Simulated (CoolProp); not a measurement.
Properties of n-perfluorobutane along the isotherm 198.2 K (Tc = 386.3 K, pc = 2.322 MPa, ω = 0.372).

The numbers come from the reference Helmholtz-energy equation of state, Gao 2022 in CoolProp.

```json
[
 {"p (MPa)": "0.0774", "phase": "liquid", "density (kg/m³)": "1848", "cp (kJ/(kg K))": "1.023", "isothermal compressibility (1/MPa)": "0.001480", "expansivity (1/kK)": "1.888", "fugacity coefficient": "0.01700"},
 {"p (MPa)": "0.155", "phase": "liquid", "density (kg/m³)": "1848", "cp (kJ/(kg K))": "1.023", "isothermal compressibility (1/MPa)": "0.001478", "expansivity (1/kK)": "1.887", "fugacity coefficient": "0.008539"},
 {"p (MPa)": "0.232", "phase": "liquid", "density (kg/m³)": "1848", "cp (kJ/(kg K))": "1.023", "isothermal compressibility (1/MPa)": "0.001477", "expansivity (1/kK)": "1.886", "fugacity coefficient": "0.005739"},
 {"p (MPa)": "0.31", "phase": "liquid", "density (kg/m³)": "1848", "cp (kJ/(kg K))": "1.023", "isothermal compressibility (1/MPa)": "0.001475", "expansivity (1/kK)": "1.885", "fugacity coefficient": "0.004321"},
 {"p (MPa)": "0.387", "phase": "liquid", "density (kg/m³)": "1848", "cp (kJ/(kg K))": "1.023", "isothermal compressibility (1/MPa)": "0.001474", "expansivity (1/kK)": "1.884", "fugacity coefficient": "0.003482"},
 {"p (MPa)": "0.464", "phase": "liquid", "density (kg/m³)": "1849", "cp (kJ/(kg K))": "1.023", "isothermal compressibility (1/MPa)": "0.001472", "expansivity (1/kK)": "1.883", "fugacity coefficient": "0.002922"},
 {"p (MPa)": "0.542", "phase": "liquid", "density (kg/m³)": "1849", "cp (kJ/(kg K))": "1.023", "isothermal compressibility (1/MPa)": "0.001471", "expansivity (1/kK)": "1.882", "fugacity coefficient": "0.002517"},
 {"p (MPa)": "0.619", "phase": "liquid", "density (kg/m³)": "1849", "cp (kJ/(kg K))": "1.023", "isothermal compressibility (1/MPa)": "0.001469", "expansivity (1/kK)": "1.881", "fugacity coefficient": "0.002217"},
 {"p (MPa)": "0.697", "phase": "liquid", "density (kg/m³)": "1849", "cp (kJ/(kg K))": "1.023", "isothermal compressibility (1/MPa)": "0.001468", "expansivity (1/kK)": "1.880", "fugacity coefficient": "0.001981"},
 {"p (MPa)": "0.774", "phase": "liquid", "density (kg/m³)": "1849", "cp (kJ/(kg K))": "1.023", "isothermal compressibility (1/MPa)": "0.001466", "expansivity (1/kK)": "1.879", "fugacity coefficient": "0.001795"},
 {"p (MPa)": "0.852", "phase": "liquid", "density (kg/m³)": "1850", "cp (kJ/(kg K))": "1.023", "isothermal compressibility (1/MPa)": "0.001465", "expansivity (1/kK)": "1.878", "fugacity coefficient": "0.001640"},
 {"p (MPa)": "0.929", "phase": "liquid", "density (kg/m³)": "1850", "cp (kJ/(kg K))": "1.023", "isothermal compressibility (1/MPa)": "0.001464", "expansivity (1/kK)": "1.877", "fugacity coefficient": "0.001513"},
 {"p (MPa)": "1.01", "phase": "liquid", "density (kg/m³)": "1850", "cp (kJ/(kg K))": "1.022", "isothermal compressibility (1/MPa)": "0.001462", "expansivity (1/kK)": "1.876", "fugacity coefficient": "0.001401"},
 {"p (MPa)": "1.08", "phase": "liquid", "density (kg/m³)": "1850", "cp (kJ/(kg K))": "1.022", "isothermal compressibility (1/MPa)": "0.001461", "expansivity (1/kK)": "1.875", "fugacity coefficient": "0.001317"},
 {"p (MPa)": "1.16", "phase": "liquid", "density (kg/m³)": "1851", "cp (kJ/(kg K))": "1.022", "isothermal compressibility (1/MPa)": "0.001459", "expansivity (1/kK)": "1.874", "fugacity coefficient": "0.001234"}
]
```
